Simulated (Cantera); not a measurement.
Feed: 1 mol Si, 20 mol HBr, 0.2 mol H₂, held at 82.5 Torr.

Cantera equilibrium calculation (NASA polynomials, part measured and part estimated; ideal gas, pure solids and liquids). Candidate condensed phases: Br₂, Si; 19 gas species. The tables' values for SiBr₃ are old estimates; treat these amounts as uncertain. Rates play no part.

x: gas mole fraction; nothing condenses.

```
T (K)  x HBr   x H₂  x SiBr₄      x Br   x SiBr₂
-----  -----  -----  -------  --------  --------
950    0.833  0.115   0.0521   1.09e-5   3.83e-8
1000   0.833  0.115   0.0520   2.86e-5   2.24e-7
1050   0.833  0.115   0.0520   6.83e-5   1.10e-6
1100   0.833  0.115   0.0520  0.000151   4.69e-6
1150   0.833  0.115   0.0519  0.000312   1.75e-5
1200   0.833  0.115   0.0517  0.000606   5.80e-5
1250   0.832  0.115   0.0513       [?]       [?]
1300   0.832  0.114   0.0506   0.00197  0.000474
1350   0.831  0.114   0.0492   0.00334   0.00118
1400   0.830  0.113   0.0467       [?]       [?]
1450   0.829  0.111   0.0427   0.00869   0.00534
1500   0.828  0.107   0.0369    0.0135   0.00956
1550   0.825  0.104   0.0298    0.0204    0.0152
```

### Question
Fill in the missing entries.

### Answer

- 1250, x Br: 0.00112
- 1250, x SiBr₂: 0.000174
- 1400, x Br: 0.00546
- 1400, x SiBr₂: 0.00265
